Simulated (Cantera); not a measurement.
A closed system holds: 1 mol Si(CH3)4, 1.1 mol C2H4, 1700 mol H2, at 2548 K and 0.340 bar.

Equilibrium computed with Cantera from the NASA thermochemical tables; the gas is ideal and each condensed phase is pure. Candidate condensed phases: C, C6H6, C7H8, C8H18, Si, SiC; 87 gas species. Gases not in the tables: Si2H6 and higher silanes. Rates play no part.

Base state: H2 0.946, H 0.0516, C2H2 (acetylene) 0.00172, Si 0.000456, SiH 6.36e-5, SiH2 2.63e-5, SiC2 1.86e-5, CH4 1.57e-5 (mole fractions); condensed: gas only.

**Question.** What changes in the equilibrium state with this change: Si(CH3)4 replaced by SiF4?

**Answer.** 
```tsv
species	before	after
H2	0.946	0.945
H	0.0516	0.0516
HF	0	0.00227
C2H2 (acetylene)	0.00172	0.000608
Si	0.000456	0.000455
SiF	0	1.40e-5
SiC2	1.86e-5	6.59e-6
```
The tables' values for SiF are old estimates; treat these amounts as uncertain.
